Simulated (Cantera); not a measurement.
An isothermal, constant-pressure homogeneous reactor starts with 0.206 % CH₄, 98.3 % H₂, 1.47 % O₂, equivalence ratio 34, at 2723 K and 22.5 Torr.

Cantera simulation using GRI-Mech 3.0 (53 species, 325 reactions); the numbers are that mechanism's predictions, not measurements. Radical loss at walls, strong at low pressure, is not modelled.

One state of this run: x CH₄ = 0.00112; x H₂ = 0.935; x O₂ = 0.000276; x C₂H = 1.29e-7; x CO₂ = 4.37e-6; x CH₂ = 4.24e-5. x: mole fraction; the columns are a selection and need not sum to one.

Problem. Which value of t (s) does it belong to?
(A) 200
(B) 2.39e-5
(C) 0.000277
(D) 5.05

Solution. C, 0.000277
